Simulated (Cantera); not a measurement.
A closed system holds: 1 mol Cr, 3.6 mol N₂, equilibrated at 2625 K and 1 atm.

These are equilibrium values from Cantera (NASA tables, ideal gas, pure condensed phases), not measurements of a reactor. Candidate condensed phases: Cr, CrN, Cr₂N; 4 gas species. Rates play no part.

Task: What is the equilibrium state?

Result: 
| Item | Value |
|---|---|
| x(N₂) | 0.824 |
| x(Cr) | 0.176 |
| x(CrN) | 7.10e-6 |
| n(Cr(l)) | 0.233 mol |
| gas amount | 4.367 mol |
